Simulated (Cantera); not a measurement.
A closed system holds: 1 mol MgO, 3.4 mol C, 0.35 mol CO, equilibrated at 2148 K and 1.00 bar.

These are equilibrium values from Cantera (NASA tables, ideal gas, pure condensed phases), not measurements of a reactor. Candidate condensed phases: C, Mg, MgCO₃, MgO; 15 gas species. The numbers say what is thermodynamically allowed, not how fast it happens.

Base state: CO 0.574, Mg 0.426, Mg₂ 1.92e-5 (mole fractions); condensed: C(graphite).

Task: What changes in the equilibrium state with this change: MgO replaced by Fe₂O₃?

Result: 
```
species            before    after
----------------  -------  -------
CO                  0.574    0.998
Fe                      0  0.00170
CO₂               4.38e-6  1.32e-5
Mg                  0.426        0
Mg₂               1.92e-5        0
C(graphite), mol     2.40    0.400
Fe(l), mol              0     1.99
```
Iron dissolves carbon and melts from about 1420 K in contact with it, which pure phases cannot show. Condensed phases not in the tables: cementite and carbon dissolved in iron. Further candidate phases: Fe, Fe(CO)₅, FeO, Fe₂O₃, Fe₃O₄.
